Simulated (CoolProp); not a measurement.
Values from CoolProp's reference Helmholtz-energy equation of state, Platzer 1990. This equation is an older, rougher fit; its heat capacities, sound speeds and derivatives of the liquid may be far off and weren't checked against measurements.

Task: Give the vapour pressure (MPa), liquid density (kg/m³), vapour density (kg/m³), enthalpy of vaporisation (kJ/kg) of saturated CF4 (R14) at -102.45, -78.05 °C.

Result: 
```tsv
T (°C)	p (MPa)	liquid density (kg/m³)	vapour density (kg/m³)	enthalpy of vaporisation (kJ/kg)
-102.45	0.456	1460	31.7	118
-78.05	1.30	1290	91.8	96.0
```
